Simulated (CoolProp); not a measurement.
Chlorine along the isobar 50.1 bar: fugacity coefficient from the reference equation and from simpler models built on Tc = 416.9 K, pc = 76.42 bar, ω = 0.070; each cubic takes its own stable root.

Model: reference Helmholtz-energy equation of state, Thol 2021, in CoolProp.

```tsv
T (K)	phase	reference
191.6	liquid	0.001548
207.8	liquid	0.004487
224.1	liquid	0.01095
240.3	liquid	0.02309
256.5	liquid	0.04357
272.7	liquid	0.07509
288.9	liquid	0.1201
305.2	liquid	0.1809
321.4	liquid	0.2579
337.6	liquid	0.3514
353.8	liquid	0.4605
370	liquid	0.5831
386.2	liquid	0.7155
402.5	gas	0.7680
418.7	gas	0.7976
```

Question: How far does each simpler model (van der Waals, Redlich-Kwong) lie from the reference over these 15 states: mean and median of the absolute difference, and the worst?

Answer: 
- van der Waals: mean 304.2 %, median 97.3 %, worst +1712.0 % at 191.6 K and 50.1 bar
- Redlich-Kwong: mean 5.5 %, median 3.1 %, worst -26.4 % at 191.6 K and 50.1 bar

At some of these states van der Waals gives the other phase, because its saturation line lies elsewhere.
